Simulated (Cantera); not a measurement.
An isothermal, constant-pressure homogeneous reactor starts with 24.2 % H2, 30.3 % O2, 45.5 % N2, equivalence ratio 0.40, at 1325 K and 0.148 atm.

Cantera simulation using the H2/O2 subset of GRI-Mech 3.0, which has no nitrogen chemistry; the numbers are that mechanism's predictions, not measurements. The temperature is held fixed by assumption; the heat of reaction is taken as removed at once.

One state of this run: x H2 = 2.14e-7; x O2 = 0.207; x H2O2 = 3.25e-9; x O = 3.30e-7; x HO2 = 4.82e-8; x H2O = 0.276. x: mole fraction; the columns are a selection and need not sum to one.

Problem. Which value of t (s) does it belong to?
A. 0.000306
B. 1.05
C. 4.00e-5
D. 0.00234

Solution. B, 1.05
